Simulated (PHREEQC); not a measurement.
Consider water at 10 °C with 0.03 mol/kgw Cu(NO3)2, 6.2e-05 mol/kgw HNO3 and 0.0078 mol/kgw Na2SO4. Closed to the air; pH follows from the charge balance.

Equilibrium calculation in PHREEQC: ion-association model, phreeqc.dat.

Precipitation was switched off in this run.

### Question
What pH, density does the model give?

### Answer
pH 4.30; density 1.005 g/cm³.

### Question
In which forms is Cu present?

### Answer
Cu+2 89 %, CuSO4 11 % of the Cu.

Away from 25 °C the constants follow the database's enthalpies or fits; those with neither stay at their 25 °C values.
